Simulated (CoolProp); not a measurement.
Vapour-liquid equilibrium of R134a (1) + R245fa (2) at 324 K; x and y are mole fractions of (1).

Computed with CoolProp (multi-fluid Helmholtz-energy mixture model, Tillner-Roth 1994 and Akasaka 2015; pair parameters Akasaka 2014).

```tsv
x	bubble pressure, mixture model (kPa)	bubble pressure, Raoult's law (kPa)	y, mixture model	y, Raoult's law
0.05	398.2	402.9	0.145	0.167
0.2	534.0	551.9	0.439	0.488
0.35	672.2	700.8	0.620	0.672
0.5	814.6	849.8	0.746	0.792
0.65	963.2	998.7	0.841	0.876
0.8	1120	1148	0.917	0.938
0.95	1288	1297	0.981	0.986
```

The largest gap from Raoult's law is -4.1 % in bubble pressure, at x = 0.5. No azeotrope shows between x = 0.05 and 0.95.

Pair parameters are fitted to limited data, so mixtures are less certain than the pure fluids.
